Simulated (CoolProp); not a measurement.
Properties of benzene along the isobar 20.9 MPa.

Computed with CoolProp (reference Helmholtz-energy equation of state, Thol 2012).

```
T (°C)          phase       Z  cp (kJ/(kg K))  isothermal compressibility (1/MPa)  Prandtl number
------  -------------  ------  --------------  ----------------------------------  --------------
65.45          liquid  0.6817           1.824                            0.001057            5.88
86.25          liquid  0.6579           1.885                            0.001222            5.18
106.95         liquid  0.6376           1.947                            0.001417            4.65
127.75         liquid  0.6203           2.010                            0.001652            4.24
148.55         liquid  0.6057           2.073                            0.001934            3.91
169.35         liquid  0.5937           2.137                            0.002277            3.64
190.05         liquid  0.5841           2.200                            0.002696            3.41
210.85         liquid  0.5768           2.263                            0.003219            3.21
231.65         liquid  0.5718           2.327                            0.003876            3.03
252.35         liquid  0.5690           2.390                            0.004706      (withheld)
273.15         liquid  0.5688           2.454                            0.005774            2.74
293.95  supercritical  0.5710      (withheld)                          (withheld)            2.61
314.75  supercritical  0.5761           2.579                            0.008897            2.48
```

Some entries are withheld; supply them.


- 252.35, Prandtl number: 2.88
- 293.95, cp (kJ/(kg K)): 2.517
- 293.95, isothermal compressibility (1/MPa): 0.007145

Viscosity comes from a separate model (Avgeri 2014). Thermal conductivity comes from a separate model (Assael 2012).
